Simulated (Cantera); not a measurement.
Cantera with NASA thermochemical tables; ideal gases at 1 bar, condensed phases pure. Values are per mole of reaction as written; species without (g) are pure solids or liquids, kept so even where they would boil at 1 bar.

3 S + 2 SiH3(g) → 2 Si(g) + 3 H2S(g)

```json
[
 {"T (K)": "548", "ΔH° (kJ)": "___", "ΔS° (J/K)": "___", "ΔG° (kJ)": "___", "log10 K": "___"},
 {"T (K)": "648", "ΔH° (kJ)": "397.5", "ΔS° (J/K)": "375.8", "ΔG° (kJ)": "153.9", "log10 K": "-12.41"},
 {"T (K)": "748", "ΔH° (kJ)": "___", "ΔS° (J/K)": "___", "ΔG° (kJ)": "___", "log10 K": "___"},
 {"T (K)": "848", "ΔH° (kJ)": "___", "ΔS° (J/K)": "___", "ΔG° (kJ)": "___", "log10 K": "___"},
 {"T (K)": "948", "ΔH° (kJ)": "382.2", "ΔS° (J/K)": "356.6", "ΔG° (kJ)": "44.1", "log10 K": "-2.43"},
 {"T (K)": "1048", "ΔH° (kJ)": "___", "ΔS° (J/K)": "___", "ΔG° (kJ)": "___", "log10 K": "___"}
]
```

Problem. What belongs in the gaps?

Solution. 
- 548, ΔH° (kJ): 403.2
- 548, ΔS° (J/K): 385.5
- 548, ΔG° (kJ): 192.0
- 548, log10 K: -18.30
- 748, ΔH° (kJ): 392.9
- 748, ΔS° (J/K): 369.2
- 748, ΔG° (kJ): 116.7
- 748, log10 K: -8.15
- 848, ΔH° (kJ): 388.0
- 848, ΔS° (J/K): 363.1
- 848, ΔG° (kJ): 80.1
- 848, log10 K: -4.93
- 1048, ΔH° (kJ): 376.9
- 1048, ΔS° (J/K): 351.3
- 1048, ΔG° (kJ): 8.7
- 1048, log10 K: -0.44
